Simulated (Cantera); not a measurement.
Input (Python, Cantera) and output of one run.

```python
import numpy as np
import cantera as ct

gas_names = """
    B BCL BCL2 BCL3 BH BH2 BH3 BO BOCL BO2 B2 B2O B2O2 B2O3 B3O3CL3 B3O3H3 CL CLO CL2 H HBO HBO2 HCL
    HOCL HO2 H2 H2O H2O2 H3B3O6 O OH O2 O3
""".split()
cond_names = """
    B(b) B(L) B2O3(L) B3O3H3(cr) H2O(s) H2O(L)
""".split()


# ... load() reads the species with a 1 bar reference pressure and builds the phases ...
atoms = {
    'B2O3': {'B': 2, 'O': 3},
    'HCl': {'H': 1, 'CL': 1},
    'O2': {'O': 2},
}
top_T = {}  # K; cautious upper limits of use, not melting points


# ... equilibrate(T, P, feed) seeds the gas with the atoms and calls Mixture.equilibrate('TP', solver="vcs", rtol=1e-11, max_steps=5000) ...
results = []
feed = {'B2O3': 1, 'HCl': 6.1, 'O2': 11}  # mol
P = 133.322  # Pa
for T in [800, 850, 900, 950, 1000, 1050, 1100, 1150, 1200, 1250, 1300]:
    mix = equilibrate(T, P, feed)
    results.append((T, P, feed, dict(zip(mix.species_names, mix.species_moles))))

top = {s: max(r[3][s] / sum(r[3][g] for g in gas_names) for r in results) for s in gas_names}
cols = sorted((s for s in top if top[s] > 0.001), key=lambda s: -top[s])[:8]
seen = [c for c in cond_names if any(r[3].get(c, 0) > 1e-12 for r in results)]
print("log10 of partial pressures in bar; condensed amounts in mol")
print(f"{'T/K':>10s}" + "".join(f"{s[:9]:>10s}" for s in cols + seen))
for T, P, feed, n in results:
    ng = sum(n[g] for g in gas_names)
    print(f"{T:10.4g}" + "".join(f"{np.log10(max(n[s] / ng * P / 1e5, 1e-99)):10.3f}" for s in cols)
          + "".join(f"{n.get(c, 0):10.4g}" for c in seen))
```

Result:

```
log10 of partial pressures in bar; condensed amounts in mol
       T/K        O2       HCL       CL2       H2O        CL      HBO2   B2O3(L)
       800    -3.074    -3.481    -4.100    -4.100    -7.079    -8.934    0.9988
       850    -3.073    -3.449    -4.181    -4.181    -6.645    -8.292    0.9993
       900    -3.072    -3.426    -4.259    -4.257    -6.261    -7.727    0.9995
       950    -3.071    -3.409    -4.334    -4.328    -5.919    -7.226    0.9994
      1000    -3.071    -3.397    -4.406    -4.393    -5.613    -6.778    0.9988
      1050    -3.071    -3.387    -4.477    -4.451    -5.340    -6.375    0.9972
      1100    -3.071    -3.382    -4.551    -4.499    -5.095    -6.008    0.9937
      1150    -3.072    -3.379    -4.630    -4.537    -4.877    -5.672    0.9864
      1200    -3.074    -3.379    -4.718    -4.564    -4.685    -5.362     0.972
      1250    -3.076    -3.384    -4.816    -4.580    -4.516    -5.074    0.9449
      1300    -3.080    -3.394    -4.922    -4.591    -4.367    -4.807    0.8961
```

These are equilibrium values from Cantera (NASA tables, ideal gas, pure condensed phases), not measurements of a reactor. The tables' values for BOCl are old estimates; treat these amounts as uncertain.
